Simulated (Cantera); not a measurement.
# Thermodynamics of abatement and gas-phase synthesis, feed H₂S + H₂

Feed: 1 mol H₂S, 6.7 mol H₂, at 2525 K and 24.0 mbar.

These are equilibrium values from Cantera (NASA tables, ideal gas, pure condensed phases), not measurements of a reactor. Candidate condensed phases: S; 7 gas species. Rates play no part.

```json
{
  "x(H₂)": "0.753",
  "x(H)": "0.157",
  "x(S)": "0.0445",
  "x(SH)": "0.0221",
  "x(S₂)": "0.0201",
  "x(H₂S)": "0.00315",
  "gas_amount": "9.103 mol",
  "log10 activity of S(l) (absent)": "-3.43"
}
```
